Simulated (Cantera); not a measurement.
Input: 1 mol acetone, 0.73 mol NH3, 11 mol H2, held at 66.0 mbar.

Cantera equilibrium calculation (NASA polynomials, part measured and part estimated; ideal gas, pure solids and liquids). Candidate condensed phases: C, C6H6, C7H8, C8H18, H2O; 136 gas species. The feed counts by its element totals alone. Rates play no part.

x: gas mole fraction; n: condensed amount in mol.

```
T (°C)   x H2    x CO    x N2  x CH4  n C(graphite)
------  -----  ------  ------  -----  -------------
875     0.916  0.0606  0.0222    ___           1.98
925     0.916  0.0607  0.0222    ___           1.99
975     0.916  0.0607  0.0222    ___           1.99
1025    0.917  0.0607  0.0222    ___           1.99
1075    0.917  0.0608  0.0222    ___           1.99
1125    0.917  0.0608  0.0221    ___           2.00
1175    0.917  0.0608  0.0221    ___           2.00
1225    0.917  0.0608  0.0221    ___           1.99
1275    0.917  0.0608  0.0221    ___           1.99
1325    0.917  0.0607  0.0220    ___           1.99
1375    0.916  0.0607  0.0220    ___           1.99
1425    0.916  0.0607  0.0219    ___           1.99
1475    0.916  0.0607  0.0218    ___           1.98
1525    0.915  0.0607  0.0217    ___           1.98
```

Q: Some entries are withheld; supply them.

A: 
- 875, x CH4: 0.00132
- 925, x CH4: 0.000888
- 975, x CH4: 0.000618
- 1025, x CH4: 0.000442
- 1075, x CH4: 0.000324
- 1125, x CH4: 0.000242
- 1175, x CH4: 0.000185
- 1225, x CH4: 0.000144
- 1275, x CH4: 0.000114
- 1325, x CH4: 9.13e-5
- 1375, x CH4: 7.43e-5
- 1425, x CH4: 6.11e-5
- 1475, x CH4: 5.09e-5
- 1525, x CH4: 4.28e-5
